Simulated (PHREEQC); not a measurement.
## Silver or lead bath: an equilibrium model

Solution (25 °C): 0.19 mol/kgw Pb(NO3)2, 0.00026 mol/kgw NaCl and 0.04 mol/kgw Na2SO4. Closed to the air; pH follows from the charge balance.

Computed with PHREEQC (ion-association model, phreeqc.dat).

```yaml
pH: 4.29
ionic_strength: 0.410 mol/kgw
activity_of_water: 0.990
```

| species | molality | activity | log γ |
|---|---|---|---|
| NO3- | 0.296 | 0.187 | -0.200 |
| PbNO3+ | 0.0841 | 0.0614 | -0.136 |
| Na+ | 0.0793 | 0.0572 | -0.142 |
| Pb+2 | 0.0782 | 0.0223 | -0.545 |
| PbSO4 | 0.0262 | 0.0288 | 0.041 |
| SO4-2 | 0.0104 | 0.00230 | -0.653 |
| Pb(SO4)2-2 | 0.00122 | 0.000349 | -0.545 |
| NaSO4- | 0.000939 | 0.000660 | -0.153 |
| Cl- | 0.000144 | 9.56e-5 | -0.178 |
| PbCl+ | 0.000116 | 8.47e-5 | -0.136 |
| Pb2OH+3 | 7.06e-5 | 4.18e-6 | -1.227 |

Precipitation was switched off in this run. The solution is supersaturated, for example in Anglesite, so a real one may precipitate; this is no full list.
